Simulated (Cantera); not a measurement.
Cantera run:

```python
import numpy as np
import cantera as ct

gas_names = [...]  # 151 gases of nasa_gas.yaml made of C, H, N, O, Si
cond_names = """
    C(gr) C6H6(L) C7H8(L) C8H18(L),n-octa H2O(s) H2O(L) Si(cr) Si(L) SiC(b) SiO2(Lqz) SiO2(hqz) SiO2(L)
    Si2N2O(s) Si3N4(a)
""".split()


# ... load() reads the species with a 1 bar reference pressure and builds the phases ...
atoms = {
    'HMDSO': {'Si': 2, 'C': 6, 'H': 18, 'O': 1},
    'NO': {'N': 1, 'O': 1},
    'N2': {'N': 2},
}
top_T = {'C(gr)': 4500, 'SiC(b)': 3050, 'Si2N2O(s)': 2100, 'Si3N4(a)': 2400}  # K; cautious upper limits of use, not melting points


# ... equilibrate(T, P, feed) seeds the gas with the atoms and calls Mixture.equilibrate('TP', solver="vcs", rtol=1e-11, max_steps=5000) ...
results = []
feed = {'HMDSO': 1, 'NO': 0.27, 'N2': 190}  # mol
P = 5500  # Pa
for T in [1198, 1248, 1298, 1348, 1398, 1448, 1498, 1548]:
    mix = equilibrate(T, P, feed)
    results.append((T, P, feed, dict(zip(mix.species_names, mix.species_moles))))
    x = sorted(zip(gas.X, gas.species_names), reverse=True)
    print(f"T = {T:g} K  P = {P:g} Pa  gas = {mix.phase_moles(0):.4g} mol")
    print("   x: " + "  ".join(f"{s} {v:.3e}" for v, s in x if v > 0.0001))
    print("   condensed (mol): " + ("  ".join(f"{mix.phase(i).name} {mix.phase_moles(i):.4g}"
          for i in range(1, mix.n_phases) if mix.phase_moles(i) > 1e-12) or "none"))
```

Result:

```
T = 1198 K  P = 5500 Pa  gas = 198.4 mol
   x: N2 9.533e-01  H2 4.535e-02  CO 1.361e-03
   condensed (mol): C(gr) 5.727  Si2N2O(s) 1
T = 1248 K  P = 5500 Pa  gas = 198.4 mol
   x: N2 9.533e-01  H2 4.535e-02  CO 1.361e-03
   condensed (mol): C(gr) 5.725  Si2N2O(s) 1
T = 1298 K  P = 5500 Pa  gas = 198.4 mol
   x: N2 9.533e-01  H2 4.534e-02  CO 1.361e-03
   condensed (mol): C(gr) 5.721  Si2N2O(s) 1
T = 1348 K  P = 5500 Pa  gas = 198.4 mol
   x: N2 9.532e-01  H2 4.533e-02  CO 1.361e-03
   condensed (mol): C(gr) 5.717  Si2N2O(s) 1
T = 1398 K  P = 5500 Pa  gas = 198.4 mol
   x: N2 9.532e-01  H2 4.531e-02  CO 1.361e-03  HCN 1.015e-04
   condensed (mol): C(gr) 5.71  Si2N2O(s) 1
T = 1448 K  P = 5500 Pa  gas = 198.4 mol
   x: N2 9.532e-01  H2 4.528e-02  CO 1.360e-03  HCN 1.502e-04
   condensed (mol): C(gr) 5.7  Si2N2O(s) 0.9999
T = 1498 K  P = 5500 Pa  gas = 198.4 mol
   x: N2 9.532e-01  H2 4.524e-02  CO 1.360e-03  HCN 2.165e-04
   condensed (mol): C(gr) 5.686  Si2N2O(s) 0.9998
T = 1548 K  P = 5500 Pa  gas = 200 mol
   x: N2 9.495e-01  H2 4.483e-02  CO 5.302e-03  HCN 3.028e-04
   condensed (mol): C(gr) 3.295  SiC(b) 1.583  Si2N2O(s) 0.2072
```

Cantera equilibrium calculation (NASA polynomials, part measured and part estimated; ideal gas, pure solids and liquids). The feed counts by its element totals alone. Mutual solubility and eutectic melting of coexisting phases are not modelled.
